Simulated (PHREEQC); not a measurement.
Consider water at 25 °C with 0.0033 mol HF, 0.2 mol NH4F and 3.2e-06 mol H4SiO4 per kg of water. Closed to the air; pH follows from the charge balance.

Computed with PHREEQC (ion-association model, wateq4f.dat).

This is a speciation only: nothing precipitates in the calculation.

Question: Estimate the pH, activity of water.

Answer: pH 5.04; activity of water 0.993.

Question: In which forms is F present?

Answer: F- 98 %, HF2- 1.4 %, HF 0.9 % of the F.

SiF6-2 is the database's only silicon fluoride.
